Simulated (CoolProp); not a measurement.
Properties of sulfur hexafluoride along the isotherm 295.3 K.

Model: reference Helmholtz-energy equation of state, Guder 2009, in CoolProp.

| p (kPa) | phase | expansivity (1/kK) | Prandtl number |
|---|---|---|---|
| 626 | gas | 4.381 | 0.810 |
| 1250 | gas | 6.114 | 0.857 |
| 1880 | gas | 10.20 | 0.960 |
| 2500 | liquid | 8.455 | 2.87 |
| 3130 | liquid | 7.391 | 2.81 |
| 3750 | liquid | 6.660 | 2.77 |
| 4380 | liquid | 6.102 | 2.75 |
| 5010 | liquid | 5.664 | 2.74 |
| 5630 | liquid | 5.313 | 2.73 |

Viscosity comes from a separate model (Quiñones-Cisneros 2012). Thermal conductivity comes from a separate model (Assael 2012).
